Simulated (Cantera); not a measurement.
Input: 1 mol MgSO4, 5.5 mol CO2, 2.3 mol H2O, held at 1 atm.

Method: chemical equilibrium by Gibbs-energy minimisation in Cantera with the NASA 1993 tables (ideal gas, pure condensed phases). Candidate condensed phases: C, C6H6, C7H8, C8H18, H2O, H2SO4, Mg, MgCO3, MgO, Mg(OH)2, MgS, MgSO4, S; 130 gas species. Kinetics and transport are ignored.

Problem. At 1450 K, list the 6 most abundant gas species with their mole fractions, and the condensed phases.

Solution. CO2 0.592, H2O 0.247, SO2 0.106, O2 0.0532, SO3 0.00120, OH 5.55e-5. Condensed: MgO(s).
